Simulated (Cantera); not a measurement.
A perfectly stirred reactor is fed with CH4 : C2H6 : C3H8 : O2 : N2 : H2O = 1 : 0.05 : 0.11 : 1.6 : 6.03 : 1.3 (molar parts), at 3530 Torr; it is adiabatic with a 573 K inlet, and is followed from long to short residence time, starting on the burning branch (τ in s: 0.067, 0.03, 0.013, 0.006, 0.0027, 0.0012, 0.00054, 0.00024, 0.00011, 4.8e-05, 2.2e-05).

Cantera simulation using GRI-Mech 3.0 (53 species, 325 reactions); the numbers are that mechanism's predictions, not measurements.

What does this change do: pressure from 3530 Torr to 760 Torr?


| quantity | before | after |
|---|---|---|
| blow-out, bracketed by the residence times tried | burning at 1.20 ms, out at 0.540 ms | burning at 2.70 ms, out at 1.20 ms |
| x(CH4) at τ = 67.0 ms | 0.00674 | 0.00534 |
| x(C2H6) at τ = 67.0 ms | 5.56e-6 | 6.48e-6 |
| x(C3H8) at τ = 67.0 ms | 3.20e-7 | 7.27e-7 |
| x(CO2) at τ = 67.0 ms | 0.0458 | 0.0446 |
| x(H2) at τ = 67.0 ms | 0.0877 | 0.0900 |
| x(CH4) at τ = 1.20 ms | 0.0166 | 0.0991 |
| x(C2H6) at τ = 1.20 ms | 0.000244 | 0.00496 |
| x(C3H8) at τ = 1.20 ms | 2.65e-5 | 0.0109 |
| x(CO2) at τ = 1.20 ms | 0.0346 | <1e-12 |
| x(H2) at τ = 1.20 ms | 0.0546 | <1e-12 |
